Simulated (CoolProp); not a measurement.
Vapour pressure (kPa) of R123: the reference equation beside estimates from Tc = 456.8 K, pc = 3662 kPa, ω = 0.282. Clausius-Clapeyron is anchored at 373 K with a constant enthalpy of vaporisation of 20.51 kJ/mol.

Values from CoolProp's reference Helmholtz-energy equation of state, Younglove 1994. It is a modified Benedict-Webb-Rubin equation, recast in Helmholtz form.

```json
[
 {"T (K)": "363.2", "reference": "625.0", "Lee-Kesler": "627.8", "Clausius-Clapeyron": "655.0", "van der Waals": "1364"},
 {"T (K)": "373", "reference": "782.9", "Lee-Kesler": "786.2", "Clausius-Clapeyron": "782.9", "van der Waals": "1542"},
 {"T (K)": "382.7", "reference": "?", "Lee-Kesler": "970.3", "Clausius-Clapeyron": "925.8", "van der Waals": "1731"},
 {"T (K)": "392.5", "reference": "1183", "Lee-Kesler": "1187", "Clausius-Clapeyron": "1087", "van der Waals": "1937"},
 {"T (K)": "402.3", "reference": "1434", "Lee-Kesler": "1437", "Clausius-Clapeyron": "1267", "van der Waals": "2158"},
 {"T (K)": "412", "reference": "1720", "Lee-Kesler": "?", "Clausius-Clapeyron": "1464", "van der Waals": "2390"},
 {"T (K)": "421.8", "reference": "2050", "Lee-Kesler": "?", "Clausius-Clapeyron": "1683", "van der Waals": "2640"},
 {"T (K)": "431.6", "reference": "?", "Lee-Kesler": "?", "Clausius-Clapeyron": "1921", "van der Waals": "2906"},
 {"T (K)": "441.3", "reference": "2850", "Lee-Kesler": "2855", "Clausius-Clapeyron": "2179", "van der Waals": "3184"}
]
```

### Question
What belongs in the gaps?

### Answer

- 382.7, reference: 966.8
- 412, Lee-Kesler: 1723
- 421.8, Lee-Kesler: 2052
- 431.6, reference: 2426
- 431.6, Lee-Kesler: 2429

Absolute difference from the reference over all 9 rows, mean and median: Lee-Kesler 0.3 and 0.2 %, Clausius-Clapeyron 11.8 and 11.6 %, van der Waals 56.4 and 50.5 %.
